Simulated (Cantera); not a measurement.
An isothermal, constant-pressure homogeneous reactor starts with 3.66 % H₂, 96.3 % O₂, equivalence ratio 0.019, at 1250 K and 0.00990 bar.

Computed with Cantera and GRI-Mech 3.0 (53 species, 325 reactions). Radical loss at walls, strong at low pressure, is not modelled. The temperature is held fixed by assumption; the heat of reaction is taken as removed at once.

x: mole fraction; the columns are a selection and need not sum to one.

```json
[
 {"t (s)": "8.00e-5", "x H₂": "0.0366", "x O₂": "0.963", "x O": "2.57e-9", "x OH": "2.31e-9", "x H₂O₂": "<1e-12", "x HO₂": "…", "x H₂O": "6.27e-10"},
 {"t (s)": "0.000277", "x H₂": "0.0366", "x O₂": "0.963", "x O": "2.25e-8", "x OH": "1.74e-8", "x H₂O₂": "7.62e-12", "x HO₂": "…", "x H₂O": "1.61e-8"},
 {"t (s)": "0.000961", "x H₂": "0.0366", "x O₂": "0.963", "x O": "8.68e-7", "x OH": "6.18e-7", "x H₂O₂": "9.02e-11", "x HO₂": "…", "x H₂O": "1.11e-6"},
 {"t (s)": "0.00333", "x H₂": "0.0126", "x O₂": "0.944", "x O": "0.0136", "x OH": "0.00563", "x H₂O₂": "1.41e-7", "x HO₂": "…", "x H₂O": "0.0187"},
 {"t (s)": "0.0115", "x H₂": "0.000460", "x O₂": "0.934", "x O": "0.0257", "x OH": "0.00297", "x H₂O₂": "4.42e-8", "x HO₂": "1.70e-6", "x H₂O": "0.0327"},
 {"t (s)": "0.0400", "x H₂": "0.000369", "x O₂": "0.940", "x O": "0.0202", "x OH": "0.00267", "x H₂O₂": "4.43e-8", "x HO₂": "1.58e-6", "x H₂O": "0.0337"},
 {"t (s)": "0.139", "x H₂": "0.000189", "x O₂": "0.951", "x O": "0.0100", "x OH": "0.00192", "x H₂O₂": "4.13e-8", "x HO₂": "…", "x H₂O": "0.0354"},
 {"t (s)": "0.480", "x H₂": "4.30e-5", "x O₂": "0.960", "x O": "0.00222", "x OH": "0.000921", "x H₂O₂": "2.80e-8", "x HO₂": "…", "x H₂O": "0.0367"},
 {"t (s)": "1.67", "x H₂": "5.43e-6", "x O₂": "0.962", "x O": "0.000279", "x OH": "0.000328", "x H₂O₂": "1.12e-8", "x HO₂": "…", "x H₂O": "0.0371"},
 {"t (s)": "5.77", "x H₂": "6.78e-7", "x O₂": "0.963", "x O": "3.49e-5", "x OH": "0.000116", "x H₂O₂": "3.07e-9", "x HO₂": "…", "x H₂O": "0.0372"},
 {"t (s)": "20.0", "x H₂": "1.10e-7", "x O₂": "0.963", "x O": "5.70e-6", "x OH": "4.71e-5", "x H₂O₂": "7.61e-10", "x HO₂": "…", "x H₂O": "0.0373"}
]
```

### Question
Some entries are withheld; supply them.

### Answer

- 8.00e-5, x HO₂: 4.77e-9
- 0.000277, x HO₂: 1.66e-8
- 0.000961, x HO₂: 5.88e-8
- 0.00333, x HO₂: 2.04e-6
- 0.139, x HO₂: 1.24e-6
- 0.480, x HO₂: 6.00e-7
- 1.67, x HO₂: 1.54e-7
- 5.77, x HO₂: 3.00e-8
- 20.0, x HO₂: 1.01e-8
